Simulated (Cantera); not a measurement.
Input (Python, Cantera):

```python
import numpy as np
import cantera as ct

gas = ct.Solution("h2o2.yaml")
gas.TPX = 575, 500000, {'H2': 1, 'O2': 0.455, 'N2': 1.71}
flame = ct.FreeFlame(gas, width=0.013)
flame.set_refine_criteria(ratio=3, slope=0.08, curve=0.16)
flame.transport_model = "mixture-averaged"
flame.solve(loglevel=0, auto=True)
z, T = flame.grid, flame.T
thick = (T[-1] - T[0]) / np.gradient(T, z).max()
show = ['H2', 'O2', 'H2O', 'H2O2', 'OH', 'HO2']
print(f"laminar burning velocity  {flame.velocity[0] * 100:.3f} cm/s")
print(f"burnt temperature         {T[-1]:.1f} K")
print(f"thermal thickness         {thick * 1e3:.4f} mm")
print(f"grid points               {len(z)}")
z0 = z[flame.heat_release_rate.argmax()]
print(f"{'z/mm':>9s}{'T/K':>9s}{'u/(m/s)':>9s}" + "".join(f"{s:>11s}" for s in show))
rows = []
for k in (-3, -2, -1.5, -1, -0.5, -0.25, 0, 0.25, 0.5, 1, 2, 4, 8):
    zz = z0 + k * thick
    rows.append([k * thick, np.interp(zz, z, T), np.interp(zz, z, flame.velocity),
                 *(np.interp(zz, z, flame.X[gas.species_index(s)]) for s in show)])
    print(f"{rows[-1][0] * 1e3:9.3f}{rows[-1][1]:9.1f}{rows[-1][2]:9.3f}" + "".join(f"{x:11.3e}" for x in rows[-1][3:]))
```

Result:

```
laminar burning velocity  715.401 cm/s
burnt temperature         2606.0 K
thermal thickness         0.0578 mm
grid points               111
     z/mm      T/K  u/(m/s)         H2         O2        H2O       H2O2         OH        HO2
   -0.173    575.0    7.154  3.160e-01  1.438e-01  6.996e-11  1.261e-13  3.981e-15  9.159e-12
   -0.116    575.0    7.154  3.159e-01  1.438e-01  5.614e-09  1.441e-11  6.626e-13  9.780e-10
   -0.087    575.0    7.153  3.159e-01  1.438e-01  1.227e-07  4.284e-10  1.945e-11  2.763e-08
   -0.058    575.3    7.152  3.153e-01  1.439e-01  2.530e-06  1.170e-08  5.990e-10  7.209e-07
   -0.029    606.7    7.437  3.039e-01  1.454e-01  1.236e-03  1.087e-05  3.128e-05  3.966e-04
   -0.014    891.8   10.538  2.592e-01  1.390e-01  2.757e-02  7.327e-05  1.195e-03  7.909e-04
    0.000   1382.5   15.795  1.710e-01  1.011e-01  1.133e-01  2.160e-05  4.010e-03  3.518e-04
    0.014   1727.6   19.484  9.591e-02  5.057e-02  2.044e-01  4.684e-06  1.006e-02  1.513e-04
    0.029   1908.3   21.377  6.711e-02  2.712e-02  2.448e-01  2.859e-06  1.456e-02  7.188e-05
    0.058   2087.6   23.167  5.630e-02  1.613e-02  2.669e-01  1.712e-06  1.729e-02  3.533e-05
    0.116   2253.7   24.744  5.203e-02  1.151e-02  2.819e-01  1.109e-06  1.696e-02  1.976e-05
    0.231   2392.4   26.008  4.694e-02  7.849e-03  2.965e-01  7.861e-07  1.485e-02  1.058e-05
    0.462   2493.8   26.904  4.179e-02  4.990e-03  3.087e-01  5.677e-07  1.204e-02  5.477e-06
```

Model: the H2/O2 subset of GRI-Mech 3.0, which has no nitrogen chemistry, integrated in Cantera. The hydrogen kinetics of GRI-Mech 3.0 are dated; newer H2 mechanisms differ, most at raised pressure. Burning velocities carry a grid error of a few per cent, more on coarse grids.
